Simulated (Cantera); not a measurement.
A freely propagating, adiabatic, planar premixed flame of 4.04 % C3H8, 16.8 % O2, 79.1 % N2, unburnt at 625 K and 10.0 bar; mixture-averaged transport, grid criteria slope 0.08 and curve 0.16, no radiation.

Detailed kinetics in Cantera: GRI-Mech 3.0 (53 species, 325 reactions). GRI-Mech 3.0 was tuned for natural gas; its chemistry of propane as a main component is partial and can be far from experiment. Burning velocities carry a grid error of a few per cent, more on coarse grids.

x: mole fraction of selected species; z is measured from the peak of heat release.

```json
[
 {"z (mm)": "-0.166", "T (K)": "626", "u (m/s)": "0.568", "x C3H8": "0.0403", "x O2": "0.168", "x CH4": "3.68e-6", "x H2O": "0.000159", "x NO": "<1e-8", "x O": "<1e-8"},
 {"z (mm)": "-0.111", "T (K)": "631", "u (m/s)": "0.574", "x C3H8": "0.0402", "x O2": "0.167", "x CH4": "3.33e-5", "x H2O": "0.00122", "x NO": "2.94e-8", "x O": "<1e-8"},
 {"z (mm)": "-0.0831", "T (K)": "649", "u (m/s)": "0.593", "x C3H8": "0.0400", "x O2": "0.165", "x CH4": "0.000128", "x H2O": "0.00417", "x NO": "1.34e-7", "x O": "<1e-8"},
 {"z (mm)": "-0.0554", "T (K)": "743", "u (m/s)": "0.687", "x C3H8": "0.0386", "x O2": "0.155", "x CH4": "0.000580", "x H2O": "0.0161", "x NO": "8.79e-7", "x O": "<1e-8"},
 {"z (mm)": "-0.0277", "T (K)": "1131", "u (m/s)": "1.07", "x C3H8": "0.0261", "x O2": "0.114", "x CH4": "0.00234", "x H2O": "0.0538", "x NO": "6.80e-6", "x O": "5.78e-7"},
 {"z (mm)": "-0.0139", "T (K)": "1496", "u (m/s)": "1.46", "x C3H8": "0.00861", "x O2": "0.0737", "x CH4": "0.00363", "x H2O": "0.0848", "x NO": "1.52e-5", "x O": "2.27e-5"},
 {"z (mm)": "0", "T (K)": "1850", "u (m/s)": "1.83", "x C3H8": "0.000167", "x O2": "0.0339", "x CH4": "0.00236", "x H2O": "0.113", "x NO": "2.87e-5", "x O": "0.000223"},
 {"z (mm)": "0.0139", "T (K)": "2027", "u (m/s)": "2.00", "x C3H8": "___", "x O2": "___", "x CH4": "___", "x H2O": "0.126", "x NO": "___", "x O": "___"},
 {"z (mm)": "0.0277", "T (K)": "2092", "u (m/s)": "2.06", "x C3H8": "<1e-8", "x O2": "0.00531", "x CH4": "5.51e-5", "x H2O": "0.129", "x NO": "6.57e-5", "x O": "0.000529"},
 {"z (mm)": "0.0554", "T (K)": "2143", "u (m/s)": "2.10", "x C3H8": "<1e-8", "x O2": "___", "x CH4": "___", "x H2O": "0.130", "x NO": "7.95e-5", "x O": "___"},
 {"z (mm)": "0.111", "T (K)": "2181", "u (m/s)": "2.13", "x C3H8": "<1e-8", "x O2": "0.000530", "x CH4": "<1e-8", "x H2O": "0.131", "x NO": "8.60e-5", "x O": "0.000139"},
 {"z (mm)": "0.222", "T (K)": "2204", "u (m/s)": "2.15", "x C3H8": "<1e-8", "x O2": "0.000153", "x CH4": "<1e-8", "x H2O": "0.133", "x NO": "8.86e-5", "x O": "4.03e-5"},
 {"z (mm)": "0.443", "T (K)": "2214", "u (m/s)": "2.16", "x C3H8": "<1e-8", "x O2": "4.14e-5", "x CH4": "<1e-8", "x H2O": "0.133", "x NO": "8.94e-5", "x O": "1.10e-5"}
]
```

**Question.** Complete the blanks.

**Answer.** 
- 0.0139, x C3H8: 6.35e-8
- 0.0139, x O2: 0.0129
- 0.0139, x CH4: 0.000457
- 0.0139, x NO: 4.90e-5
- 0.0139, x O: 0.000473
- 0.0554, x O2: 0.00163
- 0.0554, x CH4: 9.75e-7
- 0.0554, x O: 0.000347
